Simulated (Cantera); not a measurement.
A perfectly stirred reactor is fed with C3H8 : O2 : N2 : H2 = 1 : 4.17 : 15.7 : 0.69 (molar parts), at 750 Torr; it is adiabatic with a 525 K inlet, and is followed from long to short residence time, starting on the burning branch (τ in s: 0.025, 0.012, 0.0054, 0.0025, 0.0012, 0.00054, 0.00025, 0.00011, 5.3e-05, 2.5e-05, 1.1e-05).

Computed with Cantera and GRI-Mech 3.0 (53 species, 325 reactions). GRI-Mech 3.0 was tuned for natural gas; its chemistry of propane as a main component is partial and can be far from experiment.

x: mole fraction; the columns are a selection and need not sum to one.

```csv
τ (s),T (K),x C3H8,x O2,x CH4,x C2H6,x N2O,x NO2,x H
0.025,2268,4.55e-7,0.000601,3.91e-6,4.92e-9,3.09e-8,1.55e-8,0.00400
0.012,2252,8.28e-7,0.000914,4.98e-6,8.64e-9,3.50e-8,1.61e-8,0.00502
0.0054,2230,1.58e-6,0.00142,6.69e-6,1.58e-8,3.90e-8,1.61e-8,0.00640
0.0025,2203,2.97e-6,0.00211,9.51e-6,2.82e-8,4.21e-8,1.51e-8,0.00796
0.0012,2175,5.55e-6,0.00300,1.44e-5,5.04e-8,4.44e-8,1.35e-8,0.00954
0.00054,2141,1.14e-5,0.00433,2.53e-5,1.00e-7,4.68e-8,1.15e-8,0.0111
0.00025,2105,2.41e-5,0.00637,4.90e-5,2.14e-7,4.92e-8,9.41e-9,0.0121
0.00011,2051,?,?,?,?,4.98e-8,?,0.0120
5.3e-5,1932,0.000195,0.0225,0.000424,3.22e-6,3.89e-8,4.63e-9,0.00944
2.5e-5,525,0.0464,0.193,<1e-12,<1e-12,<1e-12,<1e-12,<1e-12
1.1e-5,525,0.0464,0.193,<1e-12,<1e-12,<1e-12,<1e-12,<1e-12
```

Q: What belongs in the gaps?

A: 
- 0.00011, x C3H8: 6.01e-5
- 0.00011, x O2: 0.0107
- 0.00011, x CH4: 0.000119
- 0.00011, x C2H6: 5.91e-7
- 0.00011, x NO2: 7.06e-9
